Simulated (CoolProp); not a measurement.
Computed with CoolProp (reference Helmholtz-energy equation of state, de Reuck 1990).

Question: Give the vapour pressure (kPa), liquid density (kg/m³), liquid cp (kJ/(kg K)) of saturated fluorine at 81.3, 87.9, 94.5 K.

Answer: 
| T (K) | p (kPa) | liquid density (kg/m³) | liquid cp (kJ/(kg K)) |
|---|---|---|---|
| 81.3 | 64.6 | 1530 | 1.50 |
| 87.9 | 139 | 1480 | 1.52 |
| 94.5 | 267 | 1430 | 1.55 |
